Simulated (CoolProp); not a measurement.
Properties of R113 along the isotherm 500 K.

Computed with CoolProp (reference Helmholtz-energy equation of state, Marx 1992).

```
p (kPa)          phase  cv (kJ/(kg K))  speed of sound (m/s)  expansivity (1/kK)
-------  -------------  --------------  --------------------  ------------------
1410               gas          0.7763                 133.8               3.309
2830               gas          0.8075                 106.6               7.752
4240     supercritical          0.8759                 87.04               44.24
5650     supercritical          0.8324                 160.2               8.701
7070     supercritical          0.8197                 203.1               5.598
8480     supercritical          0.8132                 235.1               4.367
9890     supercritical          0.8091                 261.4               3.677
11300    supercritical          0.8064                 284.0               3.227
12700    supercritical          0.8045                 303.9               2.907
14100    supercritical          0.8030                 321.9               2.664
15500    supercritical          0.8019                 338.4               2.472
17000    supercritical          0.8010                 354.7               2.306
```
